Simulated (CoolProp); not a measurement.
Normal hydrogen at 993.85 K and 1.24 MPa flows at 1.7 m/s in a round tube of 20 mm bore and 15 µm roughness, fully developed (64/Re and Nu = 3.66 if laminar; Colebrook and Gnielinski if turbulent). Each further row changes one setting.

Model: reference Helmholtz-energy equation of state, Leachman 2009, in CoolProp.

```
case              Reynolds number  Darcy friction factor  pressure drop (Pa/m)  heat-transfer coefficient (W/(m² K))  mass flow (kg/h)
----------------  ---------------  ---------------------  --------------------  ------------------------------------  ----------------
as stated              (withheld)             (withheld)            (withheld)                                  84.0        (withheld)
velocity 3.4 m/s              995                 0.0643                  5.61                                  84.0        (withheld)
diameter 40 mm                995                 0.0643                 0.701                                  42.0              2.32
```

Task: What belongs in the gaps?

Result: 
- as stated, Reynolds number: 497
- as stated, Darcy friction factor: 0.129
- as stated, pressure drop (Pa/m): 2.81
- as stated, mass flow (kg/h): 0.580
- velocity 3.4 m/s, mass flow (kg/h): 1.16

Viscosity comes from a separate model (Muzny 2013). Thermal conductivity comes from a separate model (Assael 2011).
